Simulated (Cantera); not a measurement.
## BaF₂ + H₂ + N₂ (halide evaporation, hydrolysis and transport)

Charge: 1 mol BaF₂, 0.64 mol H₂, 430 mol N₂, equilibrated at 752 °C and 0.000380 bar.

Equilibrium computed with Cantera from the NASA thermochemical tables; the gas is ideal and each condensed phase is pure. Candidate condensed phases: Ba, BaF₂; 24 gas species. Kinetics and transport are ignored.

```json
{
  "x(N₂)": "0.999",
  "x(H₂)": "0.00149",
  "n(BaF₂(s))": "1.000 mol",
  "gas_amount": "430.6 mol",
  "log10 activity of Ba(l) (absent)": "-9.32"
}
```
